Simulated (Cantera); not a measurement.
Cantera run, input and output.

```python
import numpy as np
import cantera as ct

gas = ct.Solution("gri30.yaml")
gas.TPX = 325, 100000, {'CH4': 1, 'CO': 0.31, 'O2': 1.44, 'N2': 4.17}
flame = ct.FreeFlame(gas, width=0.04)
flame.set_refine_criteria(ratio=3, slope=0.08, curve=0.16)
flame.transport_model = "mixture-averaged"
flame.solve(loglevel=0, auto=True)
z, T = flame.grid, flame.T
thick = (T[-1] - T[0]) / np.gradient(T, z).max()
show = ['CH4', 'CO', 'O2', 'HCO', 'C2H2', 'CH2CO']
print(f"laminar burning velocity  {flame.velocity[0] * 100:.3f} cm/s")
print(f"burnt temperature         {T[-1]:.1f} K")
print(f"thermal thickness         {thick * 1e3:.4f} mm")
print(f"grid points               {len(z)}")
z0 = z[flame.heat_release_rate.argmax()]
print(f"{'z/mm':>9s}{'T/K':>9s}{'u/(m/s)':>9s}" + "".join(f"{s:>11s}" for s in show))
rows = []
for k in (-3, -2, -1.5, -1, -0.5, -0.25, 0, 0.25, 0.5, 1, 2, 4, 8):
    zz = z0 + k * thick
    rows.append([k * thick, np.interp(zz, z, T), np.interp(zz, z, flame.velocity),
                 *(np.interp(zz, z, flame.X[gas.species_index(s)]) for s in show)])
    print(f"{rows[-1][0] * 1e3:9.3f}{rows[-1][1]:9.1f}{rows[-1][2]:9.3f}" + "".join(f"{x:11.3e}" for x in rows[-1][3:]))
```

Output:

```
laminar burning velocity  33.169 cm/s
burnt temperature         2170.0 K
thermal thickness         0.5432 mm
grid points               153
     z/mm      T/K  u/(m/s)        CH4         CO         O2        HCO       C2H2      CH2CO
   -1.630    325.1    0.332  1.442e-01  4.472e-02  2.077e-01  1.293e-20  3.018e-09  1.481e-10
   -1.086    327.3    0.336  1.433e-01  4.453e-02  2.067e-01  5.800e-17  1.702e-07  1.404e-08
   -0.815    340.8    0.353  1.413e-01  4.441e-02  2.046e-01  1.822e-14  1.827e-06  2.046e-07
   -0.543    463.9    0.488  1.313e-01  4.638e-02  1.946e-01  6.860e-11  3.375e-05  6.275e-06
   -0.272   1030.1    1.116  8.808e-02  6.588e-02  1.434e-01  3.205e-07  3.892e-04  1.218e-04
   -0.136   1478.1    1.626  4.925e-02  8.870e-02  9.203e-02  8.137e-06  9.525e-04  3.233e-04
    0.000   1863.0    2.074  1.466e-02  1.125e-01  3.887e-02  2.502e-05  1.888e-03  2.902e-04
    0.136   2044.5    2.282  2.543e-03  1.214e-01  1.118e-02  1.425e-05  1.467e-03  6.759e-05
    0.272   2100.3    2.340  4.821e-04  1.206e-01  2.916e-03  4.167e-06  6.539e-04  1.472e-05
    0.543   2125.4    2.361  3.625e-05  1.173e-01  2.949e-04  4.891e-07  1.183e-04  1.856e-06
    1.086   2136.7    2.370  1.387e-06  1.157e-01  7.977e-05  1.441e-07  7.449e-06  1.070e-07
    2.173   2147.4    2.380  2.282e-08  1.158e-01  4.926e-05  1.063e-07  1.191e-07  1.598e-09
    4.345   2157.9    2.390  4.175e-10  1.161e-01  2.625e-05  7.765e-08  1.790e-09  2.167e-11
```

Cantera simulation using GRI-Mech 3.0 (53 species, 325 reactions); the numbers are that mechanism's predictions, not measurements. Burning velocities carry a grid error of a few per cent, more on coarse grids.
